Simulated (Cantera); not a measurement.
An adiabatic, constant-volume homogeneous reactor starts with CH4 : O2 : N2 = 1 : 4.26 : 16 (molar parts), equivalence ratio 0.47, at 1675 K and 6.30 bar.

Computed with Cantera and GRI-Mech 3.0 (53 species, 325 reactions).

**Question.** Predict: time of steepest temperature rise; temperature at 0.200 s; equilibrium temperature; x(O2) at 0.200 s; x(H2O2) at 0.200 s.

**Answer.** 
- time of steepest temperature rise = 47.9 µs
- temperature at 0.200 s = 2705 K
- equilibrium temperature = 2705 K
- x(O2) at 0.200 s = 0.0935 (gas-phase equilibrium 0.0935)
- x(H2O2) at 0.200 s = 8.94e-7 (gas-phase equilibrium 8.94e-7)
